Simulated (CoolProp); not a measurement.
Vapour-liquid equilibrium of carbon dioxide (1) + n-perfluorobutane (2) at 252.2 K; x and y are mole fractions of (1).

Model: multi-fluid Helmholtz-energy mixture model, Span 1996 and Gao 2022; pair parameters Bell 2016, in CoolProp.

| x | bubble pressure (MPa) | y at the bubble point | dew pressure at overall composition x (MPa) | liquid density (mol/L) |
|---|---|---|---|---|
| 0.05 | 0.1655 | 0.734 | 0.04646 | 7.272 |
| 0.2 | 0.5841 | 0.926 | 0.05524 | 8.257 |
| 0.35 | 0.9378 | 0.955 | 0.06802 | 9.477 |
| 0.5 | 1.170 | 0.966 | 0.08835 | 11.04 |
| 0.65 | 1.340 | 0.973 | 0.1259 | 13.15 |
| 0.8 | 1.533 | 0.982 | 0.2190 | 16.22 |
| 0.95 | 1.804 | 0.995 | 0.8480 | 21.15 |

No azeotrope shows between x = 0.05 and 0.95.

Pair parameters are fitted to limited data, so mixtures are less certain than the pure fluids. The gap from Raoult's law changes sign with composition, which may be real or a fault of the pair parameters; it wasn't checked against measurements.
